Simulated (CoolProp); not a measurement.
Values from CoolProp's reference Helmholtz-energy equation of state, Zhou 2012.

Give the vapour pressure (MPa), liquid cp (kJ/(kg K)), vapour Z, vapour viscosity (µPa s) of saturated m-xylene at 363.7, 373.2, 430.3 K.


```json
[
 {"T (K)": "363.7", "p (MPa)": "0.0224", "liquid cp (kJ/(kg K))": "1.94", "vapour Z": "0.985", "vapour viscosity (µPa s)": "7.86"},
 {"T (K)": "373.2", "p (MPa)": "0.0312", "liquid cp (kJ/(kg K))": "1.97", "vapour Z": "0.981", "vapour viscosity (µPa s)": "8.05"},
 {"T (K)": "430.3", "p (MPa)": "0.161", "liquid cp (kJ/(kg K))": "2.19", "vapour Z": "0.940", "vapour viscosity (µPa s)": "9.24"}
]
```

Viscosity comes from a separate model (Cao 2016).
